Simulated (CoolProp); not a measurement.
Ethanol along the isotherm 322.15 °C: density (kg/m³) from the reference equation and from simpler models built on Tc = 241.6 °C, pc = 6.268 MPa, ω = 0.644; each cubic takes its own stable root.

Model: reference Helmholtz-energy equation of state, Schroeder 2014, in CoolProp.

| p (MPa) | phase | reference | Redlich-Kwong | Soave-Redlich-Kwong |
|---|---|---|---|---|
| 3.48 | gas | 35.48 | 37.27 | 36.07 |
| 6.96 | supercritical | 80.08 | 90.01 | 81.52 |
| 10.4 | supercritical | 142.6 | 170.5 | 137.5 |
| 13.9 | supercritical | 235.5 | 254.5 | 198.6 |
| 17.4 | supercritical | 321.5 | 306.4 | 250.5 |
| 20.9 | supercritical | 376.5 | 340.8 | 290.1 |
| 24.4 | supercritical | 414.2 | 366.5 | 320.7 |
| 27.9 | supercritical | 442.3 | 387.0 | 345.3 |
| 31.3 | supercritical | 463.9 | 403.6 | 365.3 |
